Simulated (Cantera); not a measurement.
**Carbon deposition, reforming and gasification: C₂H₂ + CO₂ + H₂**

Charge: 1 mol C₂H₂, 0.26 mol CO₂, 9.5 mol H₂, equilibrated at 54.0 mbar.

Cantera equilibrium calculation (NASA polynomials, part measured and part estimated; ideal gas, pure solids and liquids). Candidate condensed phases: C, C₆H₆, C₇H₈, C₈H₁₈, H₂O; 110 gas species. The numbers say what is thermodynamically allowed, not how fast it happens.

```
T (K)  log p H₂  log p CH₄  log p CO  log p H₂O  log p H  n C(graphite)
-----  --------  ---------  --------  ---------  -------  -------------
748       -1.35      -2.18     -3.30      -2.67   -13.22          0.991
898       -1.30      -3.09     -2.65      -3.54   -10.61           1.64
1048      -1.29      -3.81     -2.60      -4.62    -8.76           1.71
1198      -1.29      -4.37     -2.59      -5.46    -7.37           1.73
1348      -1.29      -4.81     -2.59      -6.12    -6.28           1.74
1498      -1.29      -5.16     -2.59      -6.64    -5.41           1.74
1648      -1.29      -5.45     -2.59      -7.07    -4.69           1.74
1798      -1.29      -5.69     -2.59      -7.42    -4.10           1.74
1948      -1.29      -5.89     -2.59      -7.72    -3.59           1.73
2098      -1.29      -6.07     -2.60      -7.98    -3.16           1.71
2248      -1.30      -6.23     -2.60      -8.21    -2.79           1.67
```
log p: log10 of the partial pressure in bar; n: condensed amount in mol.

From 748 K to 2248 K the condensed part is C(graphite). The main C-bearing gas is CH₄ at 748 K and CO at 2248 K.
